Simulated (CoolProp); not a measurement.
R407C at 293.15 K and 1.57 MPa is throttled through a valve to 0.519 MPa with no heat exchange. Each further row changes one setting.

The numbers come from the reference Helmholtz-energy equation of state, Lemmon 2003 in CoolProp. It is a pseudo-pure fit of the blend.

| case | temperature change (K) | final phase | final density (kg/m³) |
|---|---|---|---|
| as stated | ? | ? | ? |
| outlet pressure 0.156 MPa | -52.1 | ? | ? |
| outlet pressure 0.675 MPa | -14.0 | ? | ? |

Problem. Fill in the missing entries.

Solution. 
- as stated, temperature change (K): -21.8
- as stated, final phase: two-phase, vapour fraction 0.153
- as stated, final density (kg/m³): 131
- outlet pressure 0.156 MPa, final phase: two-phase, vapour fraction 0.314
- outlet pressure 0.156 MPa, final density (kg/m³): 21.9
- outlet pressure 0.675 MPa, final phase: two-phase, vapour fraction 0.103
- outlet pressure 0.675 MPa, final density (kg/m³): 231
